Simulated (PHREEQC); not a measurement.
Model water analysis in mg/kgw, 25 °C, pH 6.48, pe 10.8: Na 258; K 74.1; Ca 222; Mg 91.9; Cl 137; S(6) as SO4 920; Alkalinity as HCO3 487; Br 1.76; Zn 1.16; B 0.501; Cd 5.72.

Valence states are taken as typed.

Equilibrium calculation in PHREEQC: ion-association model, phreeqc.dat.

Precipitation was switched off in this run.

Q: Order these Cd species by the share of Cd that they hold, largest first: CdCl+, CdHCO3+, CdSO4, Cd+2, Cd(SO4)2-2.

A: Cd+2 (55 %), CdSO4 (26 %), CdCl+ (9.8 %), CdHCO3+ (6.5 %), Cd(SO4)2-2 (2.1 %)

Q: Order these C species by the share of C that they hold, largest first: CO2, HCO3-, NaHCO3, MgHCO3+, CaHCO3+.

A: HCO3- (60 %), CO2 (37 %), CaHCO3+ (1.6 %), MgHCO3+ (0.94 %), NaHCO3 (0.26 %)

The pH is 6.48 and the ionic strength 0.0399 mol/kgw. Examples of supersaturated solids here: Otavite. Others may be too. The database's zinc carbonate complexes are estimates, stronger than later reviews accept.
